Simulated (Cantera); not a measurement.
## Transport properties of process gases

Gas mixture: 100 % CO, at 2.40 bar, frozen composition.

Cantera's kinetic-theory transport with the Lennard-Jones parameters of GRI-Mech 3.0, ideal gas; thermal conductivity in the mixture-averaged form.

```tsv
T (K)	ρ (kg/m³)	cp (J/kg/K)	μ (µPa s)	λ (mW/m/K)	Pr	D (cm²/s) O	D (cm²/s) CH₄	D (cm²/s) OH
400	2.02	1049	22.0	31.7	0.726	0.223	0.156	0.219
600	1.35	1086	29.1	44.2	0.715	0.444	0.315	0.436
800	1.01	1139	35.2	56.1	0.715	0.720	0.512	0.706
1000	0.809	1184	40.8	67.5	0.715	1.04	0.744	1.02
1200	0.674	1219	45.9	78.3	0.715	1.41	1.01	1.39
1400	0.578	1246	50.8	88.6	0.714	1.83	1.30	1.79
```
D: mixture-averaged diffusion coefficient of that species in the mixture.
